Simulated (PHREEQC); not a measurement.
0.63 g of hydrous ferric oxide (600 m²/g; 0.2 weak and 0.005 strong sites per Fe, Dzombak-Morel constants, diffuse double layer) in 1 kg of water with 0.05 mol/kgw of an inert sodium salt and 5.4e-05 mol/kgw NaF and 2.9e-06 mol/kgw Ag2SO4, at 25 °C; the pH is set by adding NaOH or the inert anion's acid. Oxygen alone is held at its pressure in air (log pO2 = -0.68). The system is closed to CO2. Precipitation was switched off in this run.

All values are PHREEQC results (ion-association model, wateq4f.dat), not measurements.

| pH | F sorbed (%) | S sorbed (%) | Ag sorbed (%) |
|---|---|---|---|
| 3 | 89.7 | 99.9 | 0.0 |
| 3.5 | 92.7 | 99.8 | 0.0 |
| 4 | 92.7 | 99.8 | 0.1 |
| 4.5 | 90.7 | 99.5 | 0.6 |
| 5 | 85.9 | 98.8 | 2.6 |
| 5.5 | 77.1 | 95.9 | 9.3 |
| 6 | 62.6 | 85.0 | 26.4 |
| 6.5 | 43.3 | 54.2 | 53.9 |
| 7 | 24.4 | 17.5 | 78.6 |
| 7.5 | 11.2 | 3.2 | 92.0 |
| 8 | 4.5 | 0.5 | 97.3 |
| 8.5 | 1.7 | 0.1 | 99.1 |
| 9 | 0.6 | 0.0 | 99.7 |
| 9.5 | 0.2 | 0.0 | 99.9 |
| 10 | 0.1 | 0.0 | 100.0 |
| 10.5 | 0.0 | 0.0 | 100.0 |
| 11 | 0.0 | 0.0 | 100.0 |

The oxide is taken as insoluble; below pH 4 it would dissolve.
